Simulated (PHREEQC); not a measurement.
A solution holds 0.093 mol HNO3, 0.003 mol CuSO4 and 0.0028 mol KCl per kg of water, at 25 °C. Closed to the air; pH follows from the charge balance.

Equilibrium calculation in PHREEQC: ion-association model, wateq4f.dat.

Each row changes one thing in this solution. Precipitation was switched off in this run.

```json
[
 {"case": "as made", "pH": "1.13", "ionic strength (mol/kgw)": "0.103", "HSO4- (mol/kgw)": "0.00228", "SO4-2 (mol/kgw)": "0.000658", "CuSO4 (mol/kgw)": "5.65e-5", "KSO4- (mol/kgw)": "4.62e-6", "SI of Chalcanthite (CuSO4:5H2O)": "-3.92", "SI of Tenorite (CuO)": "-8.30"},
 {"case": "temperature from 25 to 60 °C", "pH": "1.13", "ionic strength (mol/kgw)": "0.102", "HSO4- (mol/kgw)": "0.00262", "SO4-2 (mol/kgw)": "0.000341", "CuSO4 (mol/kgw)": "3.23e-5", "KSO4- (mol/kgw)": "3.89e-6", "SI of Chalcanthite (CuSO4:5H2O)": "-4.36", "SI of Tenorite (CuO)": "-7.14"},
 {"case": "0.0061 mol/kgw NaOH added", "pH": "1.16", "ionic strength (mol/kgw)": "0.103", "HSO4- (mol/kgw)": "0.00224", "SO4-2 (mol/kgw)": "0.000692", "CuSO4 (mol/kgw)": "5.93e-5", "KSO4- (mol/kgw)": "4.86e-6", "SI of Chalcanthite (CuSO4:5H2O)": "-3.89", "SI of Tenorite (CuO)": "-8.24"},
 {"case": "diluted 100-fold with water", "pH": "3.05", "ionic strength (mol/kgw)": "0.00107", "HSO4- (mol/kgw)": "2.16e-6", "SO4-2 (mol/kgw)": "2.77e-5", "CuSO4 (mol/kgw)": "1.26e-7", "KSO4- (mol/kgw)": "4.71e-9", "SI of Chalcanthite (CuSO4:5H2O)": "-6.57", "SI of Tenorite (CuO)": "-6.11"},
 {"case": "KCl replaced by K2SO4 at the same molality", "pH": "1.14", "ionic strength (mol/kgw)": "0.104", "HSO4- (mol/kgw)": "0.00438", "SO4-2 (mol/kgw)": "0.00130", "CuSO4 (mol/kgw)": "0.000109", "KSO4- (mol/kgw)": "1.81e-5", "SI of Chalcanthite (CuSO4:5H2O)": "-3.63", "SI of Tenorite (CuO)": "-8.29"},
 {"case": "CuSO4 from 0.003 to 0.0003 mol/kgw", "pH": "1.11", "ionic strength (mol/kgw)": "0.0965", "HSO4- (mol/kgw)": "0.000234", "SO4-2 (mol/kgw)": "6.48e-5", "CuSO4 (mol/kgw)": "5.90e-7", "KSO4- (mol/kgw)": "4.67e-7", "SI of Chalcanthite (CuSO4:5H2O)": "-5.90", "SI of Tenorite (CuO)": "-9.31"},
 {"case": "KCl from 0.0028 to 0.00028 mol/kgw", "pH": "1.13", "ionic strength (mol/kgw)": "0.101", "HSO4- (mol/kgw)": "0.00229", "SO4-2 (mol/kgw)": "0.000655", "CuSO4 (mol/kgw)": "5.73e-5", "KSO4- (mol/kgw)": "4.64e-7", "SI of Chalcanthite (CuSO4:5H2O)": "-3.91", "SI of Tenorite (CuO)": "-8.30"},
 {"case": "HNO3 left out", "pH": "5.12", "ionic strength (mol/kgw)": "0.0127", "HSO4- (mol/kgw)": "1.30e-6", "SO4-2 (mol/kgw)": "0.00246", "CuSO4 (mol/kgw)": "0.000512", "KSO4- (mol/kgw)": "3.04e-5", "SI of Chalcanthite (CuSO4:5H2O)": "-2.96", "SI of Tenorite (CuO)": "-0.18"}
]
```

Complexes and solids missing from the database can't appear. Some of these states are supersaturated (in Brochantite, Antlerite, for instance). Away from 25 °C the constants follow the database's enthalpies or fits; those with neither stay at their 25 °C values.
